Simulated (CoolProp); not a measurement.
R114 at 298.15 K and 0.175 MPa is compressed adiabatically to 1.22 MPa with isentropic efficiency 0.75. Each further row changes one setting.

Computed with CoolProp (reference Helmholtz-energy equation of state, Platzer 1990). This equation is an older, rougher fit; its heat capacities, sound speeds and derivatives of the liquid may be far off and weren't checked against measurements.

```json
[
 {"case": "as stated", "work (kJ/kg)": "34.7", "final temperature (K)": "365.7", "final phase": "two-phase, vapour fraction 0.979", "final density (kg/m³)": "93.5"},
 {"case": "efficiency 1", "work (kJ/kg)": "26.0", "final temperature (K)": "365.7", "final phase": "two-phase, vapour fraction 0.886", "final density (kg/m³)": "…"},
 {"case": "efficiency 0.65", "work (kJ/kg)": "…", "final temperature (K)": "369.3", "final phase": "…", "final density (kg/m³)": "89.3"}
]
```

Problem. Some entries are withheld; supply them.

Solution. 
- efficiency 1, final density (kg/m³): 102
- efficiency 0.65, work (kJ/kg): 40.0
- efficiency 0.65, final phase: gas
